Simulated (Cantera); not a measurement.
Chemical vapour transport: PbO + H2O + O2

Charge: 1 mol PbO, 0.09 mol H2O, 0.032 mol O2, equilibrated at 750 Torr.

Equilibrium computed with Cantera from the NASA thermochemical tables; the gas is ideal and each condensed phase is pure. Candidate condensed phases: H2O, Pb, PbO, PbO2, Pb3O4; 12 gas species. Gases not in the tables: (PbO)n polymers. Equilibrium is a limit: real reactors are often held back by kinetics, nucleation or transport.

From 1323 K to 1723 K the condensed part is PbO(l).

```
T (K)  log p H2O  log p O2  log p PbO  log p Pb  log p OH  log p H2  n PbO(l)
-----  ---------  --------  ---------  --------  --------  --------  --------
1323       -0.13     -0.58      -3.18     -5.78     -4.41     -6.73     1.000
1373       -0.13     -0.58      -2.83     -5.25     -4.17     -6.37     1.000
1423       -0.13     -0.58      -2.51     -4.76     -3.96     -6.04     1.000
1473       -0.13     -0.58      -2.21     -4.30     -3.75     -5.73     0.999
1523       -0.14     -0.59      -1.93     -3.88     -3.57     -5.44     0.999
1573       -0.14     -0.59      -1.67     -3.48     -3.39     -5.17     0.997
1623       -0.15     -0.60      -1.43     -3.10     -3.23     -4.91     0.995
1673       -0.16     -0.61      -1.21     -2.75     -3.08     -4.68     0.992
1723       -0.18     -0.63      -0.99     -2.41     -2.95     -4.46     0.986
```
log p: log10 of the partial pressure in bar; n: condensed amount in mol.
